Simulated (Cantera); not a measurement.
An isothermal, constant-pressure homogeneous reactor starts with 24.1 % CH4, 75.9 % H2O, at 1823 K and 10.0 bar.

Detailed kinetics in Cantera: GRI-Mech 3.0 (53 species, 325 reactions).

One state of this run: x CH4 = 0.236; x H2O = 0.758; x O2 = 2.00e-10; x CH2O = 1.83e-5; x CO2 = 4.92e-9. x: mole fraction; the columns are a selection and need not sum to one.

Q: Which value of t (s) does it belong to?
A. 0.00447
B. 0.299
C. 20.0
D. 8.18e-6

A: D, 8.18e-6
